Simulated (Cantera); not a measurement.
Feed: 1 mol SiH2Cl2, 0.82 mol HCl, 30 mol N2, held at 825 °C and 195 Torr.

Equilibrium computed with Cantera from the NASA thermochemical tables; the gas is ideal and each condensed phase is pure. Candidate condensed phases: NH4Cl, Si, Si3N4; 28 gas species. N2 is the only nitrogen source here; it is nearly inert below about 1500 K, so the nitride shown seldom forms there in practice. The tables' values for SiCl3 are old estimates; treat these amounts as uncertain. Rates play no part.

Base state: N2 0.920, HCl 0.0582, H2 0.0149, SiCl4 0.00740, SiHCl3 2.75e-5, SiCl3 2.43e-5 (mole fractions); condensed: Si3N4(s).

### Question
What changes in the equilibrium state with this change: temperature from 825 °C to 1450 °C?

### Answer
```csv
species,before,after
N2,0.920,0.915
HCl,0.0582,0.0459
H2,0.0149,0.0204
SiCl2,1.12e-6,0.0165
SiCl4,0.00740,0.000431
H,5.93e-9,5.10e-5
Cl,2.08e-8,8.90e-5
"Si3N4(s), mol",0.254,0.128
```

### Question
What changes in the equilibrium state with this change: pressure from 195 Torr to 0.825 Torr?

### Answer
```
species         before     after
-------------  -------  --------
N2               0.920     0.917
HCl             0.0582    0.0678
H2              0.0149    0.0100
SiCl4          0.00740   0.00484
SiCl2          1.12e-6   8.60e-5
SiCl3          2.43e-5  0.000172
SiHCl3         2.75e-5   1.04e-5
Si3N4(s), mol    0.254     0.279
```

### Question
What changes in the equilibrium state with this change: temperature from 825 °C to 1252 °C?

### Answer
```
species         before    after
-------------  -------  -------
N2               0.920    0.917
HCl             0.0582   0.0594
H2              0.0149   0.0140
SiCl4          0.00740  0.00342
SiCl2          1.12e-6  0.00388
Cl             2.08e-8  1.87e-5
SiCl3          2.43e-5  0.00212
SiHCl3         2.75e-5  9.11e-5
Si3N4(s), mol    0.254    0.231
```
